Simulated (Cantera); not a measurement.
A Cantera script and what it prints.

```python
import numpy as np
import cantera as ct

gas_names = """
    C CH CH2 CH3 CH2OH CH3O CH4 CH3OH CO COS CO2 COOH CS CS2 C2 C2H CHCO,ketyl C2H2,acetylene
    C2H2,vinylidene CH2CO,ketene C2H3,vinyl CH3CO,acetyl C2H4 C2H4O,ethylen CH3CHO,ethanal CH3COOH
    (HCOOH)2 C2H5 C2H6 CH3OCH3 C2H5OH C2O C3 C3H3,propargyl C3H4,allene C3H4,propyne C3H4,cyclo-
    C3H5,allyl C3H6,propylene C3H6,cyclo- C3H6O C3H7,n-propyl C3H7,i-propyl C3H8 C3H8O,1propanol
    C3H8O,2propanol C3O2 C4 C4H2 C4H4,1,3-cyclo- C4H6,butadiene C4H6,2-butyne C4H6,cyclo- C4H8,1-butene
    C4H8,cis2-buten C4H8,tr2-butene C4H8,isobutene C4H8,cyclo- (CH3COOH)2 C4H9,n-butyl C4H9,i-butyl
    C4H9,s-butyl C4H9,t-butyl C4H10,isobutane C4H10,n-butane C5 C5H6,1,3cyclo- C5H8,cyclo-
    C5H10,1-pentene C5H10,cyclo- C5H11,pentyl C5H11,t-pentyl C5H12,n-pentane C5H12,i-pentane
    CH3C(CH3)2CH3 C6H2 C6H5,phenyl C6H5O,phenoxy C6H6 C6H5OH,phenol C6H10,cyclo- C6H12,1-hexene
    C6H12,cyclo- C6H13,n-hexyl C7H7,benzyl C7H8 C7H8O,cresol C7H14,1-heptene C7H15,n-heptyl
    C7H16,n-heptane C8H8,styrene C8H10,ethylbenz C8H16,1-octene C8H17,n-octyl C8H18,isooctane
    C8H18,n-octane C9H19,n-nonyl C10H8,naphthale C10H21,n-decyl C12H9,o-bipheny C12H10,bipheny H HCO HO2
    H2 HCHO,formaldehy HCOOH H2O H2O2 H2S H2SO4 Mg MgH MgO MgOH MgO2H2 MgS Mg2 O OH O2 O3 S SH SO SO2
    SO3 S2 S2O S8
""".split()
cond_names = """
    C(gr) C6H6(L) C7H8(L) C8H18(L),n-octa H2O(s) H2O(L) H2SO4(L) Mg(cr) Mg(L) MgCO3(s) MgO(s) MgO(L)
    MgO2H2(s) MgS(s) MgSO4(s) MgSO4(L) S(cr1) S(cr2) S(L)
""".split()


def load(file, names, dense=False):
    # The tables refer to 1 bar. Condensed volumes are neglected.
    table = {s.name: s for s in ct.Species.list_from_file(file)}
    out = []
    for n in names:
        d = dict(table[n].input_data)
        d["thermo"] = dict(d["thermo"], **{"reference-pressure": 1e5})
        if dense:
            d["equation-of-state"] = {"model": "constant-volume", "density": "1e6 g/cm^3"}
        out.append(ct.Species.from_dict(d))
    return out


gas = ct.Solution(thermo="ideal-gas", species=load("nasa_gas.yaml", gas_names))
cond = {s.name: ct.Solution(thermo="fixed-stoichiometry", species=[s], name=s.name)
        for s in load("nasa_condensed.yaml", cond_names, dense=True)}
atoms = {
    'MgCO3': {'Mg': 1, 'C': 1, 'O': 3},
    'H2S': {'H': 2, 'S': 1},
    'O2': {'O': 2},
}
top_T = {'C(gr)': 4500, 'MgS(s)': 2250}  # K; cautious upper limits of use, not melting points


def equilibrate(T, P, feed):
    n = {}
    for name, mol in feed.items():
        for a, k in atoms[name].items():
            n[a] = n.get(a, 0.0) + k * mol
    gas.TPX = T, P, n
    mass = sum(n.values()) * gas.mean_molecular_weight
    gas.equilibrate("TP")
    valid = [c for c in cond.values() if c.min_temp <= T <= top_T.get(c.name, c.max_temp)]
    mix = ct.Mixture([(gas, mass / gas.mean_molecular_weight)] + [(c, 0.0) for c in valid])
    mix.T, mix.P = T, P
    mix.equilibrate("TP", solver="vcs", rtol=1e-11, max_steps=5000)
    return mix


results = []
feed = {'MgCO3': 1, 'H2S': 0.11, 'O2': 0.041}  # mol
P = 10000  # Pa
for T in [773, 823, 873, 923, 973, 1023, 1073, 1123, 1173, 1223, 1273]:
    mix = equilibrate(T, P, feed)
    results.append((T, P, feed, dict(zip(mix.species_names, mix.species_moles))))

top = {s: max(r[3][s] / sum(r[3][g] for g in gas_names) for r in results) for s in gas_names}
cols = sorted((s for s in top if top[s] > 0.0001), key=lambda s: -top[s])[:6]
seen = [c for c in cond_names if any(r[3].get(c, 0) > 1e-12 for r in results)]
print("log10 of partial pressures in bar; condensed amounts in mol")
print(f"{'T/K':>10s}" + "".join(f"{s[:9]:>10s}" for s in cols + seen))
for T, P, feed, n in results:
    ng = sum(n[g] for g in gas_names)
    print(f"{T:10.4g}" + "".join(f"{np.log10(max(n[s] / ng * P / 1e5, 1e-99)):10.3f}" for s in cols)
          + "".join(f"{n.get(c, 0):10.4g}" for c in seen))
```

Result:

```
log10 of partial pressures in bar; condensed amounts in mol
       T/K       CO2       H2O        CO       SO2        S2       H2S    MgO(s)
       773    -1.062    -2.194    -4.305    -3.280    -2.554    -2.500         1
       823    -1.063    -2.177    -3.857    -3.328    -2.534    -2.541         1
       873    -1.065    -2.160    -3.477    -3.340    -2.515    -2.590         1
       923    -1.067    -2.143    -3.163    -3.303    -2.497    -2.653         1
       973    -1.071    -2.125    -2.910    -3.215    -2.481    -2.734         1
      1023    -1.076    -2.109    -2.707    -3.092    -2.470    -2.832         1
      1073    -1.082    -2.096    -2.541    -2.952    -2.469    -2.942         1
      1123    -1.089    -2.087    -2.401    -2.813    -2.479    -3.059         1
      1173    -1.098    -2.081    -2.280    -2.681    -2.501    -3.180         1
      1223    -1.108    -2.078    -2.174    -2.563    -2.537    -3.303         1
      1273    -1.119    -2.077    -2.081    -2.458    -2.588    -3.430         1
```

Method: chemical equilibrium by Gibbs-energy minimisation in Cantera with the NASA 1993 tables (ideal gas, pure condensed phases). Gases not in the tables: S3 to S7.
